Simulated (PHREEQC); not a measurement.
Dissolve 11 mmol/kgw CaSO4 and 100 mmol/kgw Na2HPO4 at 25 °C. Closed to the air; pH follows from the charge balance.

Model: ion-association model, wateq4f.dat, run in PHREEQC.

| quantity | before | after |
|---|---|---|
| pH | 8.18 | 8.26 |
| NaHPO4- (mol/kgw) | 0.00783 | 0.00258 |

Q: What was changed between the two runs?
(A) Na2HPO4 from 0.1 to 0.5 mol/kgw
(B) CaSO4 left out
(C) 0.034 mol/kgw NaHCO3 added
(D) diluted 2-fold with water
(E) 0.19 mol/kgw NaHCO3 added

A: D, diluted 2-fold with water

This is a speciation only: nothing precipitates in the calculation. Some of these states are supersaturated (in Hydroxyapatite, for instance). H3PO4, which wateq4f.dat lacks, is added to it with the constant of phreeqc.dat.
